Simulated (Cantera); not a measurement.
Input (Python, Cantera) and output of one run.

```python
import numpy as np
import cantera as ct

gas_names = [...]  # 87 gases of nasa_gas.yaml made of C, H, Si
cond_names = """
    C(gr) C6H6(L) C7H8(L) C8H18(L),n-octa Si(cr) Si(L) SiC(b)
""".split()


# ... load() reads the species with a 1 bar reference pressure and builds the phases ...
atoms = {
    'SiC': {'Si': 1, 'C': 1},
    'H2': {'H': 2},
    'Si': {'Si': 1},
}
top_T = {'C(gr)': 4500, 'SiC(b)': 3050}  # K; cautious upper limits of use, not melting points


# ... equilibrate(T, P, feed) seeds the gas with the atoms and calls Mixture.equilibrate('TP', solver="vcs", rtol=1e-11, max_steps=5000) ...
results = []
feed = {'SiC': 1, 'H2': 0.01, 'Si': 0.071}  # mol
T = 1400  # K
P = 34000  # Pa
mix = equilibrate(T, P, feed)
results.append((T, P, feed, dict(zip(mix.species_names, mix.species_moles))))
print(gas.report(threshold=0.001))
for i in range(1, mix.n_phases):
    print(f"{mix.phase(i).name:16s} {mix.phase_moles(i):12.5e} mol")
```

It prints:

```
       temperature   1400 K
          pressure   34000 Pa
           density   0.0058889 kg/m^3
  mean mol. weight   2.0161 kg/kmol
   phase of matter   gas

                          1 kg             1 kmol
                     ---------------   ---------------
          enthalpy        1.6427e+07         3.312e+07  J
   internal energy        1.0654e+07        2.1479e+07  J
           entropy             92082        1.8565e+05  J/K
    Gibbs function       -1.1249e+08       -2.2679e+08  J
 heat capacity c_p             15848             31951  J/K
 heat capacity c_v             11724             23637  J/K

                      mass frac. Y      mole frac. X     chem. pot. / RT
                     ---------------   ---------------   ---------------
                H2           0.99993           0.99998           -19.483
     [  +86 minor]          7.09e-05        1.6081e-05

C(gr)             0.00000e+00 mol
Si(cr)            7.10001e-02 mol
SiC(b)            1.00000e+00 mol
```

Cantera equilibrium calculation (NASA polynomials, part measured and part estimated; ideal gas, pure solids and liquids). Mutual solubility and eutectic melting of coexisting phases are not modelled.
